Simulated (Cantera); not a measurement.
Feed: 1 mol Ta(OEt)₅, 0.049 mol H₂O, 450 mol H₂, held at 0.720 bar.

Equilibrium computed with Cantera from the NASA thermochemical tables; the gas is ideal and each condensed phase is pure. Candidate condensed phases: C, C₆H₆, C₇H₈, C₈H₁₈, H₂O, Ta, TaC, Ta₂O₅; 113 gas species. The feed counts by its element totals alone. TaC: taken at fixed stoichiometry. Condensed phases not in the tables: Ta₂C. Equilibrium is a limit: real reactors are often held back by kinetics, nucleation or transport.

x: gas mole fraction; n: condensed amount in mol.

```tsv
T (°C)	x H₂	x H	x CO	x C₂H₂ (acetylene)	x CH₄	x CH₃	x C₄H₂	n C(graphite)	n TaC(s)
1502	0.988	0.000339	0.0108	0.000141	0.000589	4.09e-6	7.89e-9	3.54	1.00
1552	0.988	0.000516	0.0108	0.000212	0.000498	5.25e-6	1.80e-8	3.52	1.00
1602	0.988	[?]	0.0108	[?]	[?]	[?]	[?]	3.45	1.00
1652	0.987	[?]	0.0108	[?]	[?]	[?]	[?]	3.35	1.00
1702	0.987	0.00160	0.0108	0.000641	0.000318	1.03e-5	1.67e-7	3.19	1.00
1752	0.986	0.00225	0.0108	0.000892	0.000278	1.25e-5	3.25e-7	2.98	1.00
1802	0.985	0.00311	0.0108	0.00122	0.000245	1.51e-5	6.12e-7	2.68	1.00
1852	0.983	0.00424	0.0108	0.00165	0.000216	1.81e-5	1.12e-6	2.29	1.00
1902	0.981	0.00570	0.0108	0.00219	0.000192	2.15e-5	1.99e-6	1.79	1.00
1952	0.979	0.00755	0.0108	0.00287	0.000172	2.53e-5	3.43e-6	1.15	1.00
2002	0.975	0.00988	0.0107	0.00372	0.000154	2.95e-5	5.79e-6	0.354	1.00
2052	0.972	0.0128	0.0107	0.00409	0.000129	3.17e-5	7.07e-6	0	1.00
2102	0.969	0.0164	0.0107	0.00410	0.000104	3.24e-5	7.12e-6	0	1.00
2152	0.964	0.0207	0.0107	0.00410	8.40e-5	3.30e-5	7.16e-6	0	1.00
```

Q: Complete the blanks.

A: 
- 1602, x H: 0.000768
- 1602, x C₂H₂ (acetylene): 0.000313
- 1602, x CH₄: 0.000426
- 1602, x CH₃: 6.65e-6
- 1602, x C₄H₂: 3.94e-8
- 1652, x H: 0.00112
- 1652, x C₂H₂ (acetylene): 0.000452
- 1652, x CH₄: 0.000367
- 1652, x CH₃: 8.31e-6
- 1652, x C₄H₂: 8.27e-8
